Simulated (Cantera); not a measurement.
Charge: 1 mol SiH₄, a varied amount of N₂, 6.2 mol NH₃, equilibrated at 0.00133 bar.

Equilibrium computed with Cantera from the NASA thermochemical tables; the gas is ideal and each condensed phase is pure. Candidate condensed phases: Si, Si₃N₄; 18 gas species. Mutual solubility and eutectic melting of coexisting phases are not modelled. Equilibrium is a limit: real reactors are often held back by kinetics, nucleation or transport.

Task: What condenses at these points (T in K, n(N₂) in mol): (1548, 5.7); (1623, 2.6); (1548, 0.82); (1623, 1.2); (1623, 27); (1773, 2.6)?

Result: 
```json
[
 {"T (K)": "1548", "n(N₂) in mol": "5.7", "condensed phases": "Si₃N₄", "Si condensed (%)": "100.0"},
 {"T (K)": "1623", "n(N₂) in mol": "2.6", "condensed phases": "Si + Si₃N₄", "Si condensed (%)": "99.8"},
 {"T (K)": "1548", "n(N₂) in mol": "0.82", "condensed phases": "Si₃N₄", "Si condensed (%)": "100.0"},
 {"T (K)": "1623", "n(N₂) in mol": "1.2", "condensed phases": "Si", "Si condensed (%)": "99.8"},
 {"T (K)": "1623", "n(N₂) in mol": "27", "condensed phases": "Si₃N₄", "Si condensed (%)": "99.7"},
 {"T (K)": "1773", "n(N₂) in mol": "2.6", "condensed phases": "Si", "Si condensed (%)": "97.0"}
]
```
